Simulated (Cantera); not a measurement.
A closed system holds: 1 mol Zr, 0.024 mol H2O, 0.58 mol N2, at 1427 °C and 1 atm.

Cantera equilibrium calculation (NASA polynomials, part measured and part estimated; ideal gas, pure solids and liquids). Candidate condensed phases: H2O, Zr, ZrN, ZrO2; 28 gas species. Mutual solubility and eutectic melting of coexisting phases are not modelled. ZrN: taken at fixed stoichiometry. Condensed phases not in the tables: solid solutions among these carbides, nitrides and lower oxides. The numbers say what is thermodynamically allowed, not how fast it happens.

Base state: N2 0.782, H2 0.218, H 6.84e-5, H2O 1.63e-5 (mole fractions); condensed: ZrN(s) + ZrO2(tetragonal).

**Question.** What changes in the equilibrium state with this change: pressure from 1 atm to 0.170 Pa?

**Answer.** 
| species | before | after |
|---|---|---|
| N2 | 0.782 | 0.763 |
| H2 | 0.218 | 0.188 |
| H | 6.84e-5 | 0.0490 |
| H2O | 1.63e-5 | 5.03e-7 |
| ZrN(s), mol | 0.988 | 0.988 |
| ZrO2(tetragonal), mol | 0.0120 | 0.0120 |
